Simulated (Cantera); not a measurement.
A closed system holds: 1 mol SiHCl₃, 42 mol N₂, held at 1325 K and 13.3 mbar.

Equilibrium computed with Cantera from the NASA thermochemical tables; the gas is ideal and each condensed phase is pure. Candidate condensed phases: NH₄Cl, Si, Si₃N₄; 28 gas species. N₂ is the only nitrogen source here; it is nearly inert below about 1500 K, so the nitride shown seldom forms there in practice. The tables' values for SiCl₃ are old estimates; treat these amounts as uncertain. Equilibrium is a limit: real reactors are often held back by kinetics, nucleation or transport.

Base state: N₂ 0.964, HCl 0.0215, SiCl₄ 0.00899, SiCl₂ 0.00273, SiCl₃ 0.00212, H₂ 0.000814, SiHCl₃ 1.75e-5 (mole fractions); condensed: Si₃N₄(s).

### Question
What changes in the equilibrium state with this change: temperature from 1325 K to 975 K?

### Answer
```tsv
species	before	after
N₂	0.964	0.966
HCl	0.0215	0.0209
SiCl₄	0.00899	0.0121
SiCl₂	0.00273	3.40e-7
SiCl₃	0.00212	1.21e-5
SiHCl₃	1.75e-5	3.75e-6
H₂	0.000814	0.00113
Si₃N₄(s), mol	0.133	0.158
```

### Question
What changes in the equilibrium state with this change: SiHCl₃ replaced by Si₂Cl₆?

### Answer
| species | before | after |
|---|---|---|
| N₂ | 0.964 | 0.962 |
| SiCl₄ | 0.00899 | 0.0283 |
| SiCl₃ | 0.00212 | 0.00503 |
| HCl | 0.0215 | 0 |
| H₂ | 0.000814 | 0 |
| SiHCl₃ | 1.75e-5 | 0 |
| Si₃N₄(s), mol | 0.133 | 0.113 |
The feed counts by its element totals alone.
